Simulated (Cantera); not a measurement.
Cantera with NASA thermochemical tables; ideal gases at 1 bar, condensed phases pure. Values are per mole of reaction as written; species without (g) are pure solids or liquids, kept so even where they would boil at 1 bar.

Between 300 and 2798 K, where is each reaction favourable under standard conditions?
- 2 HBr(g) ⇌ 2 H(g) + Br2(g)


- 2 HBr(g) ⇌ 2 H(g) + Br2(g): ΔG° is 517 kJ at 300 K and 261 kJ at 2798 K; it stays positive (K < 1). ΔH° is 570 kJ and ΔS° 111 J/K at 2798 K.
